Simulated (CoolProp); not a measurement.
Vapour-liquid equilibrium of R13 (1) + R11 (2) at 0.694 bar; x and y are mole fractions of (1).

Computed with CoolProp (multi-fluid Helmholtz-energy mixture model, Platzer 1990 and Jacobsen 1992; pair parameters Bell 2016). This equation is an older, rougher fit; its heat capacities, sound speeds and derivatives of the liquid may be far off and weren't checked against measurements.

Give the bubble temperature and the first vapour's composition at x = 0.25, 0.35, 0.45. Is there an azeotrope?

x = 0.25: -71.4 °C, y = 0.994; x = 0.35: -76.3 °C, y = 0.996; x = 0.45: -79.3 °C, y = 0.998. No azeotrope shows between x = 0.05 and 0.95.

Pair parameters are fitted to limited data, so mixtures are less certain than the pure fluids. With so large a gap from Raoult's law the liquid may split in two, which this calculation doesn't test in full.
